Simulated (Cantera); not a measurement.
# AlN + H2O (nitride etching)

A closed system holds: 1 mol AlN, 0.15 mol H2O, at 4900 Pa.

Cantera equilibrium calculation (NASA polynomials, part measured and part estimated; ideal gas, pure solids and liquids). Candidate condensed phases: Al, AlN, Al2O3, H2O; 35 gas species. Mutual solubility and eutectic melting of coexisting phases are not modelled. The tables' values for AlOH are old estimates; treat these amounts as uncertain. Condensed phases not in the tables: aluminium oxynitride. Kinetics and transport are ignored.

From 700 °C to 1800 °C the condensed part is AlN(s) + Al2O3(s).

```json
[
 {"T (°C)": "700", "x H2": "0.750", "x N2": "0.250", "x Al2O": "<1e-12", "x Al": "<1e-12", "x H": "4.23e-9", "x AlH": "<1e-12", "x AlOH": "<1e-12", "n AlN(s)": "0.900", "n Al2O3(s)": "0.0500"},
 {"T (°C)": "800", "x H2": "0.750", "x N2": "0.250", "x Al2O": "<1e-12", "x Al": "<1e-12", "x H": "5.48e-8", "x AlH": "<1e-12", "x AlOH": "<1e-12", "n AlN(s)": "0.900", "n Al2O3(s)": "0.0500"},
 {"T (°C)": "900", "x H2": "0.750", "x N2": "0.250", "x Al2O": "<1e-12", "x Al": "<1e-12", "x H": "4.61e-7", "x AlH": "<1e-12", "x AlOH": "<1e-12", "n AlN(s)": "0.900", "n Al2O3(s)": "0.0500"},
 {"T (°C)": "1000", "x H2": "0.750", "x N2": "0.250", "x Al2O": "<1e-12", "x Al": "1.24e-12", "x H": "2.79e-6", "x AlH": "<1e-12", "x AlOH": "5.00e-12", "n AlN(s)": "0.900", "n Al2O3(s)": "0.0500"},
 {"T (°C)": "1100", "x H2": "0.750", "x N2": "0.250", "x Al2O": "<1e-12", "x Al": "1.01e-10", "x H": "1.30e-5", "x AlH": "4.00e-11", "x AlOH": "1.24e-10", "n AlN(s)": "0.900", "n Al2O3(s)": "0.0500"},
 {"T (°C)": "1200", "x H2": "0.750", "x N2": "0.250", "x Al2O": "8.48e-11", "x Al": "4.47e-9", "x H": "4.95e-5", "x AlH": "1.15e-9", "x AlOH": "1.96e-9", "n AlN(s)": "0.900", "n Al2O3(s)": "0.0500"},
 {"T (°C)": "1300", "x H2": "0.750", "x N2": "0.250", "x Al2O": "5.77e-9", "x Al": "1.22e-7", "x H": "0.000159", "x AlH": "2.15e-8", "x AlOH": "2.17e-8", "n AlN(s)": "0.900", "n Al2O3(s)": "0.0500"},
 {"T (°C)": "1400", "x H2": "0.750", "x N2": "0.250", "x Al2O": "2.34e-7", "x Al": "2.22e-6", "x H": "0.000445", "x AlH": "2.81e-7", "x AlOH": "1.78e-7", "n AlN(s)": "0.900", "n Al2O3(s)": "0.0500"},
 {"T (°C)": "1500", "x H2": "0.749", "x N2": "0.250", "x Al2O": "6.18e-6", "x Al": "2.91e-5", "x H": "0.00111", "x AlH": "2.73e-6", "x AlOH": "1.15e-6", "n AlN(s)": "0.900", "n Al2O3(s)": "0.0500"},
 {"T (°C)": "1600", "x H2": "0.747", "x N2": "0.250", "x Al2O": "0.000114", "x Al": "0.000288", "x H": "0.00252", "x AlH": "2.08e-5", "x AlOH": "6.02e-6", "n AlN(s)": "0.900", "n Al2O3(s)": "0.0500"},
 {"T (°C)": "1700", "x H2": "0.741", "x N2": "0.250", "x Al2O": "0.00155", "x Al": "0.00225", "x H": "0.00525", "x AlH": "0.000127", "x AlOH": "2.65e-5", "n AlN(s)": "0.899", "n Al2O3(s)": "0.0499"},
 {"T (°C)": "1800", "x H2": "0.704", "x N2": "0.255", "x Al2O": "0.0160", "x Al": "0.0142", "x H": "0.00997", "x AlH": "0.000634", "x AlOH": "9.80e-5", "n AlN(s)": "0.892", "n Al2O3(s)": "0.0489"}
]
```
x: gas mole fraction; n: condensed amount in mol.
